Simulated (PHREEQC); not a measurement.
Dissolve 17 mmol/kgw HF, 0.032 mmol/kgw NH4F and 0.0049 mmol/kgw H4SiO4 at 25 °C. Closed to the air; pH follows from the charge balance.

Computed with PHREEQC (ion-association model, phreeqc.dat).

```json
[
 {"quantity": "pH", "before": "2.51", "after": "1.90"},
 {"quantity": "ionic strength (mol/kgw)", "before": "0.00330", "after": "0.0141"},
 {"quantity": "HF (mol/kgw)", "before": "0.0135", "after": "0.151"},
 {"quantity": "F- (mol/kgw)", "before": "0.00313", "after": "0.00896"},
 {"quantity": "SI of Quartz (SiO2)", "before": "-6.38", "after": "-11.53"}
]
```

Problem. Which change was made?
A) H4SiO4 replaced by K2SiO3 at the same molality
B) H4SiO4 from 4.9e-06 to 4.9e-05 mol/kgw
C) HF from 0.017 to 0.17 mol/kgw
D) temperature from 25 to 45 °C
E) HF left out

Solution. C, HF from 0.017 to 0.17 mol/kgw

Precipitation was switched off in this run. SiF6-2 is the database's only silicon fluoride.
